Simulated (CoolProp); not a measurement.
The numbers come from the reference Helmholtz-energy equation of state, Thol 2015 in CoolProp.

Task: For 1,2-dichloroethane, give the phase and the density (kg/m³), cv (kJ/(kg K)), isothermal compressibility (1/MPa), expansivity (1/kK) at 447.3 K and 70.3 bar; 493.4 K and 70.3 bar.

Result: 
- 447.3 K and 70.3 bar: liquid; density 1010, cv 0.991, isothermal compressibility 0.00315, expansivity 1.88
- 493.4 K and 70.3 bar: liquid; density 918, cv 1.04, isothermal compressibility 0.00608, expansivity 2.50
